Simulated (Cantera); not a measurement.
Input (Python, Cantera) and output of one run.

```python
import numpy as np
import cantera as ct

gas_names = """
    N NH3 ZrO2 H2O2
""".split()
cond_names = """
    ZrN(s) ZrN(L)
""".split()


def load(file, names, dense=False):
    # The tables refer to 1 bar. Condensed volumes are neglected.
    table = {s.name: s for s in ct.Species.list_from_file(file)}
    out = []
    for n in names:
        d = dict(table[n].input_data)
        d["thermo"] = dict(d["thermo"], **{"reference-pressure": 1e5})
        if dense:
            d["equation-of-state"] = {"model": "constant-volume", "density": "1e6 g/cm^3"}
        out.append(ct.Species.from_dict(d))
    return out


species = {s.name: s for s in load("nasa_gas.yaml", gas_names) + load("nasa_condensed.yaml", cond_names)}
# Each term lists the table entries of one substance; the one whose range holds T is used.
reactions = {
    'N(g) + 2 NH3(g) + 3 ZrO2(g) = 3 H2O2(g) + 3 ZrN':
        [(-1, ['N']), (-2, ['NH3']), (-3, ['ZrO2']), (3, ['H2O2']), (3, ['ZrN(s)', 'ZrN(L)'])],
}


def pick(names, T):
    return next(species[n] for n in names if species[n].thermo.min_temp <= T <= species[n].thermo.max_temp)


results = []
for label, terms in reactions.items():
    print(label)
    print("     T/K   dH/kJ  dS/(J/K)   dG/kJ   log10 K")
    for T in [675, 825, 975, 1125, 1275, 1425, 1575, 1725, 1875, 2025, 2175]:
        used = [(nu, pick(names, T)) for nu, names in terms]
        dH = sum(nu * s.thermo.h(T) for nu, s in used) / 1e6
        dS = sum(nu * s.thermo.s(T) for nu, s in used) / 1e3
        dG = dH - T * dS / 1e3
        logK = -dG * 1e6 / (ct.gas_constant * T * np.log(10))
        results.append((label, T, dH, dS, dG, logK, [s.name for _, s in used]))
        print(f"{T:8g} {dH:8.1f} {dS:8.1f} {dG:8.1f} {logK:8.2f}")
```

Result:

```
N(g) + 2 NH3(g) + 3 ZrO2(g) = 3 H2O2(g) + 3 ZrN
     T/K   dH/kJ  dS/(J/K)   dG/kJ   log10 K
     675  -1015.6   -516.3   -667.1    51.62
     825  -1009.8   -508.5   -590.3    37.37
     975  -1003.6   -501.6   -514.5    27.56
    1125   -996.9   -495.2   -439.8    20.42
    1275   -989.8   -489.3   -365.9    14.99
    1425   -982.2   -483.7   -293.0    10.74
    1575   -974.1   -478.3   -220.8     7.32
    1725   -965.6   -473.1   -149.5     4.53
    1875   -956.5   -468.1    -78.9     2.20
    2025   -947.0   -463.2     -9.0     0.23
    2175   -937.0   -458.4     60.1    -1.44
```

Standard-state values (1 bar) from the NASA 1993 polynomials, evaluated with Cantera. ZrN: taken at fixed stoichiometry. Condensed species are held in their standard states even where they would react or evaporate.
